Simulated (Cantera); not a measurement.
**FeS2 + H2S + CO2 (roasting and sulfation)**

Charge: 1 mol FeS2, 2 mol H2S, 1.2 mol CO2, at 92.0 mbar.

Cantera equilibrium calculation (NASA polynomials, part measured and part estimated; ideal gas, pure solids and liquids). Candidate condensed phases: C, C6H6, C7H8, C8H18, Fe, Fe(CO)5, FeO, Fe(OH)2, Fe(OH)3, FeS, FeSO4, FeS2, Fe2O3, Fe2(SO4)3, Fe3O4, H2O, H2SO4, S; 127 gas species. Gases not in the tables: S3 to S7. The numbers say what is thermodynamically allowed, not how fast it happens.

From 700 K to 850 K the condensed part is FeS2(s).

| T (K) | x H2S | x CO2 | x H2O | x COS | x CO | x S2 | x H2 | n FeS2(s) |
|---|---|---|---|---|---|---|---|---|
| 700 | 0.591 | 0.345 | 0.0296 | 0.0254 | 0.00328 | 0.00297 | 0.00265 | 1.00 |
| 725 | 0.585 | 0.341 | 0.0332 | 0.0272 | 0.00500 | 0.00434 | 0.00368 | 1.00 |
| 750 | 0.579 | 0.336 | 0.0372 | 0.0287 | 0.00735 | 0.00616 | 0.00498 | 1.00 |
| 775 | 0.571 | 0.331 | 0.0416 | 0.0299 | 0.0104 | 0.00852 | 0.00662 | 1.00 |
| 800 | 0.563 | 0.325 | 0.0464 | 0.0307 | 0.0143 | 0.0115 | 0.00865 | 1.00 |
| 825 | 0.553 | 0.318 | 0.0517 | 0.0310 | 0.0192 | 0.0151 | 0.0111 | 1.00 |
| 850 | 0.541 | 0.311 | 0.0574 | 0.0310 | 0.0249 | 0.0195 | 0.0141 | 1.00 |
x: gas mole fraction; n: condensed amount in mol.
